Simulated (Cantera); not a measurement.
Charge: 1 mol Si, 5 mol HBr, 0.82 mol H2, held at 975 °C and 133 Pa.

These are equilibrium values from Cantera (NASA tables, ideal gas, pure condensed phases), not measurements of a reactor. The tables' values for SiBr3 are old estimates; treat these amounts as uncertain. Equilibrium is a limit: real reactors are often held back by kinetics, nucleation or transport.

| species | before | after |
|---|---|---|
| H2 | 0.374 | 0.564 |
| HBr | 0.443 | 0.230 |
| SiBr4 | 0.0411 | 0.187 |
| SiBr2 | 0.128 | 0.00476 |
| Br | 0.00293 | 4.74e-5 |
| SiH2Br2 | 6.39e-6 | 0.000245 |
| SiHBr3 | 0.000743 | 0.00980 |
| SiBr3 | 0.00994 | 0.00409 |
Gas species are given as mole fractions.

### Question
What was changed between the two runs?
A. H2 from 0.82 to 0.16 mol
B. HBr from 5 to 2.9 mol
C. pressure from 133 Pa to 91000 Pa
D. temperature from 975 °C to 527 °C

### Answer
C, pressure from 133 Pa to 91000 Pa
